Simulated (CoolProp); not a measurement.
Fluorine along the isotherm 258.9 K: Z from the reference equation and from simpler models built on Tc = 144.4 K, pc = 5.240 MPa, ω = 0.045; each cubic takes its own stable root.

Values from CoolProp's reference Helmholtz-energy equation of state, de Reuck 1990.

| p (MPa) | phase | reference | van der Waals | Soave-Redlich-Kwong | Peng-Robinson |
|---|---|---|---|---|---|
| 1.43 | gas | 0.9881 | 0.9833 | 0.9896 | 0.9844 |
| 2.86 | gas | 0.9763 | 0.9669 | 0.9799 | 0.9699 |
| 4.29 | gas | 0.9653 | 0.9508 | 0.9712 | 0.9566 |
| 5.71 | supercritical | 0.9556 | 0.9355 | 0.9634 | 0.9447 |
| 7.14 | supercritical | 0.9472 | 0.9208 | 0.9566 | 0.9341 |
| 8.57 | supercritical | 0.9401 | 0.9071 | 0.9509 | 0.9248 |
| 10 | supercritical | 0.9342 | 0.8947 | 0.9462 | 0.9169 |
| 11.4 | supercritical | 0.9295 | 0.8841 | 0.9428 | 0.9106 |
| 12.9 | supercritical | 0.9255 | 0.8747 | 0.9403 | 0.9052 |
| 14.3 | supercritical | 0.9228 | 0.8681 | 0.9391 | 0.9016 |
| 15.7 | supercritical | 0.9211 | 0.8637 | 0.9390 | 0.8992 |
| 17.1 | supercritical | 0.9204 | 0.8617 | 0.9399 | 0.8980 |
| 18.6 | supercritical | 0.9210 | 0.8622 | 0.9421 | 0.8980 |
| 20 | supercritical | 0.9227 | 0.8652 | 0.9451 | 0.8991 |
